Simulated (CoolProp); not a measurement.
Model: reference Helmholtz-energy equation of state, McLinden 2015, in CoolProp.

Give the vapour pressure (kPa), vapour density (kg/m³), enthalpy of vaporisation (kJ/kg), liquid cp (kJ/(kg K)) of saturated the fluoroketone C6F12O (FK-5-1-12) at 56.65, 63.95 °C.


```tsv
T (°C)	p (kPa)	vapour density (kg/m³)	enthalpy of vaporisation (kJ/kg)	liquid cp (kJ/(kg K))
56.65	131	16.4	85.6	1.13
63.95	165	20.5	83.3	1.14
```
